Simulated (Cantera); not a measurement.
Input: 1 mol SiO2, 400 mol H2, 4.1 mol H2O, held at 1000 Pa.

These are equilibrium values from Cantera (NASA tables, ideal gas, pure condensed phases), not measurements of a reactor. Candidate condensed phases: H2O, Si, SiO2; 18 gas species. The tables hold silica as quartz up to 1696 K and as liquid above; real silica turns to tridymite and cristobalite and melts near 1996 K. The numbers say what is thermodynamically allowed, not how fast it happens.

Which condensed phases are stable at each of these points (T (°C)): 452, 502, 552, 602, 652, 702, 752, 802, 852, 902, 952?


```json
[
 {"T (°C)": "452", "condensed phases": "SiO2(α-quartz)", "Si condensed (%)": "100.0"},
 {"T (°C)": "502", "condensed phases": "SiO2(α-quartz)", "Si condensed (%)": "100.0"},
 {"T (°C)": "552", "condensed phases": "SiO2(α-quartz)", "Si condensed (%)": "100.0"},
 {"T (°C)": "602", "condensed phases": "SiO2(β-quartz)", "Si condensed (%)": "100.0"},
 {"T (°C)": "652", "condensed phases": "SiO2(β-quartz)", "Si condensed (%)": "100.0"},
 {"T (°C)": "702", "condensed phases": "SiO2(β-quartz)", "Si condensed (%)": "100.0"},
 {"T (°C)": "752", "condensed phases": "SiO2(β-quartz)", "Si condensed (%)": "100.0"},
 {"T (°C)": "802", "condensed phases": "SiO2(β-quartz)", "Si condensed (%)": "100.0"},
 {"T (°C)": "852", "condensed phases": "SiO2(β-quartz)", "Si condensed (%)": "100.0"},
 {"T (°C)": "902", "condensed phases": "SiO2(β-quartz)", "Si condensed (%)": "100.0"},
 {"T (°C)": "952", "condensed phases": "SiO2(β-quartz)", "Si condensed (%)": "100.0"}
]
```

From 452 °C to 552 °C the condensed part is SiO2(α-quartz). From 602 °C to 952 °C the condensed part is SiO2(β-quartz).
